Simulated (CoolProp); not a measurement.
Model: reference Helmholtz-energy equation of state, Setzmann 1991, in CoolProp.

Q: For methane, give the phase and the cv (kJ/(kg K)), conductivity (mW/(m K)), Prandtl number at 170.8 K and 82.7 kPa.

A: 
- 170.8 K and 82.7 kPa: gas; cv 1.57, conductivity 18.3, Prandtl number 0.775

Viscosity comes from a separate model (Quiñones-Cisneros 2006). Thermal conductivity comes from a separate model (Friend 1989).
